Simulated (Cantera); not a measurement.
**Thermodynamics of titanium nitride, carbide and oxide coatings, feed Ti + H₂O + H₂**

Input: 1 mol Ti, 0.33 mol H₂O, 1.3 mol H₂, at 1.00 mbar.

Method: chemical equilibrium by Gibbs-energy minimisation in Cantera with the NASA 1993 tables (ideal gas, pure condensed phases). Candidate condensed phases: H₂O, Ti, TiO, TiO₂, Ti₂O₃, Ti₃O₅, Ti₄O₇; 12 gas species. Each liquid is taken as pure. Mutual solubility and eutectic melting of coexisting phases are not modelled. TiO: taken at fixed stoichiometry. Condensed phases not in the tables: N, O or C dissolved in the metal. Rates play no part.

| T (K) | x H₂ | x H | x Ti | x TiO | n Ti(β) | n TiO(s) | n Ti(l) | n TiO(l) |
|---|---|---|---|---|---|---|---|---|
| 1548 | 0.999 | 0.000973 | 3.37e-6 | 3.73e-8 | 0.670 | 0.330 | 0 | 0 |
| 1598 | 0.998 | 0.00168 | 1.03e-5 | 1.48e-7 | 0.670 | 0.330 | 0 | 0 |
| 1648 | 0.997 | 0.00281 | 2.93e-5 | 5.38e-7 | 0.670 | 0.330 | 0 | 0 |
| 1698 | 0.995 | 0.00456 | 7.83e-5 | 1.81e-6 | 0.670 | 0.330 | 0 | 0 |
| 1748 | 0.993 | 0.00720 | 0.000198 | 5.65e-6 | 0.670 | 0.330 | 0 | 0 |
| 1798 | 0.988 | 0.0111 | 0.000473 | 1.65e-5 | 0.669 | 0.330 | 0 | 0 |
| 1848 | 0.982 | 0.0166 | 0.00108 | 4.54e-5 | 0.668 | 0.330 | 0 | 0 |
| 1898 | 0.973 | 0.0244 | 0.00235 | 0.000118 | 0.666 | 0.330 | 0 | 0 |
| 1948 | 0.960 | 0.0350 | 0.00492 | 0.000291 | 0 | 0.330 | 0.662 | 0 |
| 1998 | 0.940 | 0.0492 | 0.00968 | 0.000684 | 0 | 0.329 | 0.654 | 0 |
| 2048 | 0.912 | 0.0676 | 0.0184 | 0.00149 | 0 | 0 | 0.638 | 0.327 |
x: gas mole fraction; n: condensed amount in mol.

From 1548 K to 1898 K the condensed part is Ti(β) + TiO(s). From 1948 K to 1998 K the condensed part is Ti(l) + TiO(s). At 2048 K the condensed part is Ti(l) + TiO(l). The main Ti-bearing gas is Ti throughout.
